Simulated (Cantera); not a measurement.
An isothermal, constant-pressure homogeneous reactor starts with C2H6 : H2 = 1 : 2.7 (molar parts), at 2000 K and 0.132 atm. Integrator tolerance rtol = 1e-08.

Detailed kinetics in Cantera: GRI-Mech 3.0 (53 species, 325 reactions). GRI-Mech 3.0 stops at C3 and has no aromatics, soot or wall deposition, so with more carbon than oxygen in the feed, carbon stays in small species such as C2H2 where larger ones or solid carbon would form.

**Question.** What does this change do: temperature 2000 to 1025 K?

**Answer.** 
| quantity | before | after |
|---|---|---|
| x(C2H6) at 90.0 s | 7.07e-9 (gas-phase equilibrium 7.07e-9) | 0.0231 (gas-phase equilibrium 0.000137) |
| x(H2) at 90.0 s | 0.820 (gas-phase equilibrium 0.820) | 0.711 (gas-phase equilibrium 0.462) |
| x(CH4) at 90.0 s | 0.000631 (gas-phase equilibrium 0.000631) | 0.119 (gas-phase equilibrium 0.537) |
| x(C2H4) at 90.0 s | 0.000128 (gas-phase equilibrium 0.000128) | 0.141 (gas-phase equilibrium 0.00126) |
| x(C2H2) at 90.0 s | 0.175 (gas-phase equilibrium 0.175) | 0.00519 (gas-phase equilibrium 6.91e-5) |
| x(CH2) at 90.0 s | 3.95e-7 (gas-phase equilibrium 3.95e-7) | <1e-12 (gas-phase equilibrium <1e-12) |
| x(H) at 90.0 s | 0.00406 (gas-phase equilibrium 0.00406) | 2.38e-7 (gas-phase equilibrium 8.16e-9) |
